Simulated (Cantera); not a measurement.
Charge: 1 mol CuO, 3.4 mol CO, 0.45 mol N2, at 900 K.

Equilibrium computed with Cantera from the NASA thermochemical tables; the gas is ideal and each condensed phase is pure. Candidate condensed phases: C, Cu, CuO, Cu2O; 27 gas species. Rates play no part.

Q: Which condensed phases are stable at each of these points (P (Pa)): 10, 42, 180, 750, 3200, 13000, 56000, 240000, 1000000?

A: 
| P (Pa) | condensed phases | Cu condensed (%) |
|---|---|---|
| 10 | Cu(s) | 100.0 |
| 42 | Cu(s) | 100.0 |
| 180 | Cu(s) | 100.0 |
| 750 | Cu(s) | 100.0 |
| 3200 | Cu(s) | 100.0 |
| 13000 | C(graphite) + Cu(s) | 100.0 |
| 56000 | C(graphite) + Cu(s) | 100.0 |
| 240000 | C(graphite) + Cu(s) | 100.0 |
| 1000000 | C(graphite) + Cu(s) | 100.0 |

From 10.0 Pa to 32.0 mbar the condensed part is Cu(s). From 0.130 bar to 10.0 bar the condensed part is C(graphite) + Cu(s).
